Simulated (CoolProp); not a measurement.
Vapour-liquid equilibrium of ethylene (1) + n-butane (2) at 132 kPa; x and y are mole fractions of (1).

The numbers come from the multi-fluid Helmholtz-energy mixture model, Smukala 2000 and Bücker 2006; pair parameters Bell 2016 in CoolProp.

Task: Give the bubble temperature and the first vapour's composition at x = 0.25, 0.35, 0.85. Is there an azeotrope?

Result: x = 0.25: 203.4 K, y = 0.983; x = 0.35: 196.9 K, y = 0.991; x = 0.85: 177.4 K, y = 1.000. No azeotrope shows between x = 0.05 and 0.95.

Pair parameters are fitted to limited data, so mixtures are less certain than the pure fluids. The gap from Raoult's law changes sign with composition, which may be real or a fault of the pair parameters; it wasn't checked against measurements.
